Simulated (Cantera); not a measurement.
**Thermodynamics of abatement and gas-phase synthesis, feed CO2 + O2 + H2**

Feed: 1 mol CO2, 0.24 mol O2, 7.8 mol H2, equilibrated at 477 °C and 1.00 bar.

These are equilibrium values from Cantera (NASA tables, ideal gas, pure condensed phases), not measurements of a reactor. Candidate condensed phases: C, C6H6, C7H8, C8H18, H2O; 110 gas species. Kinetics and transport are ignored.

| Quantity | Result |
|---|---|
| x(H2) | 0.507 |
| x(H2O) | 0.348 |
| x(CH4) | 0.138 |
| x(CO2) | 0.00535 |
| x(CO) | 0.00127 |
| gas amount | 6.891 mol |
| log10 activity of C(graphite) (absent) | -0.77 |
